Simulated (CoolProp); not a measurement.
Values from CoolProp's reference Helmholtz-energy equation of state, Lemmon and Jacobsen 2000.

For R143a, give the phase and the cv (kJ/(kg K)), Joule-Thomson coefficient (K/MPa), conductivity (mW/(m K)) at 226.85 °C and 0.0269 MPa; 226.85 °C and 0.0406 MPa.


- 226.85 °C and 0.0269 MPa: gas; cv 1.18, Joule-Thomson coefficient 4.10, conductivity 38.1
- 226.85 °C and 0.0406 MPa: gas; cv 1.18, Joule-Thomson coefficient 4.10, conductivity 38.1

Thermal conductivity comes from a separate model (McLinden 2000), an estimate that may be off by 10 % or more.
